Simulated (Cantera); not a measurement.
# Thermodynamics of silicon nitride deposition, feed SiH2Cl2 + N2 + H2

Input: 1 mol SiH2Cl2, 0.3 mol N2, 90 mol H2, at 0.825 Torr.

Equilibrium computed with Cantera from the NASA thermochemical tables; the gas is ideal and each condensed phase is pure. Candidate condensed phases: NH4Cl, Si, Si3N4; 28 gas species. The tables' values for SiCl are old estimates; treat these amounts as uncertain. Gases not in the tables: Si2H6 and higher silanes. Rates play no part.

```json
[
 {"T (K)": "1498", "x H2": "0.976", "x H": "0.000512", "x HCl": "0.0192", "x Si": "9.12e-6", "n Si(s)": "0.886", "n Si(l)": "0"},
 {"T (K)": "1573", "x H2": "0.975", "x H": "0.00121", "x HCl": "0.0191", "x Si": "5.00e-5", "n Si(s)": "0.876", "n Si(l)": "0"},
 {"T (K)": "1648", "x H2": "0.974", "x H": "0.00265", "x HCl": "0.0189", "x Si": "0.000234", "n Si(s)": "0.852", "n Si(l)": "0"},
 {"T (K)": "1723", "x H2": "0.970", "x H": "0.00542", "x HCl": "0.0189", "x Si": "0.000894", "n Si(s)": "0", "n Si(l)": "0.785"},
 {"T (K)": "1798", "x H2": "0.963", "x H": "0.0104", "x HCl": "0.0189", "x Si": "0.00280", "n Si(s)": "0", "n Si(l)": "0.600"},
 {"T (K)": "1873", "x H2": "0.949", "x H": "0.0190", "x HCl": "0.0187", "x Si": "0.00802", "n Si(s)": "0", "n Si(l)": "0.0785"},
 {"T (K)": "1948", "x H2": "0.933", "x H": "0.0329", "x HCl": "0.0194", "x Si": "0.00948", "n Si(s)": "0", "n Si(l)": "0"},
 {"T (K)": "2023", "x H2": "0.911", "x H": "0.0547", "x HCl": "0.0194", "x Si": "0.00980", "n Si(s)": "0", "n Si(l)": "0"},
 {"T (K)": "2098", "x H2": "0.879", "x H": "0.0870", "x HCl": "0.0189", "x Si": "0.00984", "n Si(s)": "0", "n Si(l)": "0"}
]
```
x: gas mole fraction; n: condensed amount in mol.

From 1498 K to 1648 K the condensed part is Si(s). From 1723 K to 1873 K the condensed part is Si(l). From 1948 K to 2098 K nothing is condensed. The main Si-bearing gas is SiCl2 at 1498 K and Si at 2098 K.
